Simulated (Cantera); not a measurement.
A closed system holds: 1 mol Ti(OiPr)₄, 1.5 mol O₂, 57 mol H₂, held at 1398 K and 0.340 bar.

Method: chemical equilibrium by Gibbs-energy minimisation in Cantera with the NASA 1993 tables (ideal gas, pure condensed phases). Candidate condensed phases: C, C₆H₆, C₇H₈, C₈H₁₈, H₂O, Ti, TiC, TiO, TiO₂, Ti₂O₃, Ti₃O₅, Ti₄O₇; 113 gas species. The feed counts by its element totals alone. TiC: taken at fixed stoichiometry. Equilibrium is a limit: real reactors are often held back by kinetics, nucleation or transport.

Base state: H₂ 0.909, CO 0.0897, CH₄ 0.00123, H₂O 0.000105 (mole fractions); condensed: C(graphite) + TiC(s).

What changes in the equilibrium state with this change: temperature from 1398 K to 1100 K?


```csv
species,before,after
H₂,0.909,0.923
CO,0.0897,0.0645
CH₄,0.00123,0.0104
CO₂,4.80e-6,0.000125
H₂O,0.000105,0.00181
"C(graphite), mol",3.91,6.36
"TiC(s), mol",1.00,0
"TiO₂(rutile), mol",0,1.00
```

What changes in the equilibrium state with this change: pressure from 0.340 bar to 39.0 mbar?


```tsv
species	before	after
H₂	0.909	0.910
CO	0.0897	0.0897
CH₄	0.00123	0.000141
H₂O	0.000105	1.21e-5
H	7.74e-6	2.29e-5
C(graphite), mol	3.91	3.99
TiC(s), mol	1.00	1.00
```

What changes in the equilibrium state with this change: pressure from 0.340 bar to 13.3 mbar?


| species | before | after |
|---|---|---|
| H₂ | 0.909 | 0.910 |
| CO | 0.0897 | 0.0897 |
| CH₄ | 0.00123 | 4.82e-5 |
| H₂O | 0.000105 | 4.12e-6 |
| H | 7.74e-6 | 3.91e-5 |
| C(graphite), mol | 3.91 | 4.00 |
| TiC(s), mol | 1.00 | 1.00 |
